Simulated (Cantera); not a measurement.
# Catalytic combustion on Pt

An isothermal plug-flow reactor at 1075 K and 280000 Pa (inlet), inlet velocity 3.1 m/s, active area per volume 580 1/m; feed 4.18 % CH4, 1.55 % O2, 94.3 % N2, equivalence ratio 5.4.

Detailed kinetics in Cantera: Deutschmann's 1995 Pt surface mechanism with GRI-Mech 3.0 gas chemistry. Catalytic surfaces can have several steady states; this one follows from the mechanism file's or the stated starting coverage. Mass transfer to the wall is taken as infinitely fast.

```json
[
 {"z (m)": "0.00092", "x CH4": "0.0377", "x O2": "0.0107", "x H2O": "0.00548", "x CO2": "2.22e-6", "x CO": "0.00397", "θ free Pt": "0.378", "θ H*": "0.00315", "θ CO*": "0.0338", "θ C*": "0.585"},
 {"z (m)": "0.0016", "x CH4": "0.0364", "x O2": "0.00941", "x H2O": "0.00692", "x CO2": "2.76e-6", "x CO": "0.00515", "θ free Pt": "0.309", "θ H*": "0.00321", "θ CO*": "0.0288", "θ C*": "0.658"},
 {"z (m)": "0.0029", "x CH4": "0.0351", "x O2": "0.00802", "x H2O": "0.00837", "x CO2": "3.18e-6", "x CO": "0.00644", "θ free Pt": "0.241", "θ H*": "0.00319", "θ CO*": "0.0217", "θ C*": "0.734"},
 {"z (m)": "0.0052", "x CH4": "0.0338", "x O2": "0.00678", "x H2O": "0.00961", "x CO2": "3.43e-6", "x CO": "0.00765", "θ free Pt": "0.184", "θ H*": "0.00308", "θ CO*": "0.0149", "θ C*": "0.798"},
 {"z (m)": "0.0092", "x CH4": "0.0327", "x O2": "0.00573", "x H2O": "0.0106", "x CO2": "3.58e-6", "x CO": "0.00872", "θ free Pt": "0.139", "θ H*": "0.00291", "θ CO*": "0.00967", "θ C*": "0.848"},
 {"z (m)": "0.016", "x CH4": "0.0318", "x O2": "0.00487", "x H2O": "0.0114", "x CO2": "3.66e-6", "x CO": "0.00964", "θ free Pt": "0.105", "θ H*": "0.00270", "θ CO*": "0.00609", "θ C*": "0.886"},
 {"z (m)": "0.029", "x CH4": "0.0308", "x O2": "0.00410", "x H2O": "0.0120", "x CO2": "3.73e-6", "x CO": "0.0105", "θ free Pt": "0.0774", "θ H*": "0.00247", "θ CO*": "0.00359", "θ C*": "0.917"},
 {"z (m)": "0.052", "x CH4": "0.0301", "x O2": "0.00347", "x H2O": "0.0125", "x CO2": "3.79e-6", "x CO": "0.0113", "θ free Pt": "0.0571", "θ H*": "0.00223", "θ CO*": "0.00209", "θ C*": "0.939"},
 {"z (m)": "0.092", "x CH4": "0.0294", "x O2": "0.00297", "x H2O": "0.0128", "x CO2": "3.89e-6", "x CO": "0.0119", "θ free Pt": "0.0424", "θ H*": "0.00200", "θ CO*": "0.00121", "θ C*": "0.954"}
]
```
x: gas mole fraction; θ: surface coverage.
